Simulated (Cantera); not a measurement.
A closed system holds: 1 mol CH3Cl, 0.034 mol Si, 0.084 mol H2, equilibrated at 80.0 Pa.

Equilibrium computed with Cantera from the NASA thermochemical tables; the gas is ideal and each condensed phase is pure. Candidate condensed phases: C, C6H6, C7H8, C8H18, Si, SiC; 109 gas species. Kinetics and transport are ignored.

Question: At 625 K, list the 4 most abundant gas species with their mole fractions, and the condensed phases.

Answer: H2 0.545, HCl 0.426, SiCl4 0.0168, CH4 0.0115. Condensed: C(graphite).
